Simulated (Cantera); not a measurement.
Input: 1 mol HF, 0.031 mol SO2, 0.13 mol H2, equilibrated at 3225 K and 1.65 Torr.

Equilibrium computed with Cantera from the NASA thermochemical tables; the gas is ideal and each condensed phase is pure. Candidate condensed phases: H2O, H2SO4, S; 43 gas species. The numbers say what is thermodynamically allowed, not how fast it happens.

Base state: H 0.398, HF 0.283, F 0.264, O 0.0331, S 0.0167, H2 0.00386, OH 0.000537, SO 0.000184 (mole fractions); condensed: gas only.

### Question
What changes in the equilibrium state with this change: temperature from 3225 K to 648.15 K?

### Answer
| species | before | after |
|---|---|---|
| HF | 0.283 | 0.885 |
| H2O | 1.34e-5 | 0.0549 |
| H2 | 0.00386 | 0.0327 |
| H | 0.398 | <1e-9 |
| F | 0.264 | <1e-9 |
| O | 0.0331 | <1e-9 |
| S | 0.0167 | <1e-9 |
| H2S | 2.28e-8 | 0.0274 |
| OH | 0.000537 | <1e-9 |
| SO | 0.000184 | <1e-9 |
| O2 | 4.47e-5 | <1e-9 |
| SH | 3.98e-5 | <1e-9 |
